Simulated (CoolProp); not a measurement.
Aqueous methanol as a coolant, at 15 °C, 1 atm.

Model: Melinder's fits for secondary coolants, in CoolProp.

| mass % | freezing point (°C) | density (kg/m³) | viscosity (mPa s) | Prandtl number | conductivity (W/(m K)) |
|---|---|---|---|---|---|
| 4.3 | -2.5 | 991.5 | 1.29 | 9.68 | 0.564 |
| 9.6 | -6.2 | 983.2 | 1.50 | 11.8 | 0.534 |
| 14.9 | -10.5 | 975.6 | 1.70 | 14.0 | 0.505 |
| 20.1 | -15.2 | 968.3 | 1.87 | 16.1 | 0.478 |
| 25.4 | -20.5 | 960.7 | 2.01 | 18.0 | 0.451 |
| 30.6 | -26.4 | 952.9 | 2.11 | 19.6 | 0.425 |
| 35.9 | -33.0 | 944.4 | 2.15 | 20.7 | 0.401 |
| 41.2 | -40.4 | 935.4 | 2.14 | 21.3 | 0.378 |
| 46.4 | -48.5 | 925.9 | 2.09 | 21.4 | 0.357 |
| 51.7 | -57.4 | 915.6 | 2.01 | 21.0 | 0.338 |
